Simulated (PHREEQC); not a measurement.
A solution holds 0.21 mol/kgw Fe(NO3)3 and 0.0028 mol/kgw KCl, at 70 °C. Closed to the air; pH follows from the charge balance.

The numbers come from PHREEQC with the ion-association model, phreeqc.dat.

Precipitation was switched off in this run.

Q: Estimate the pH, ionic strength.

A: pH 1.24; ionic strength 1.15 mol/kgw.

Q: In which forms is Cl present?

A: FeCl+2 75 %, Cl- 25 % of the Cl.

Saturation is exceeded, for instance for Hematite (slow to form), Goethite (slow to form); the values hold only as long as no solid forms. Ionic strength above about 0.7 mol/kgw puts this run outside the model's range. At this temperature some constants are extrapolated from 25 °C, and those without enthalpy data are left unchanged.
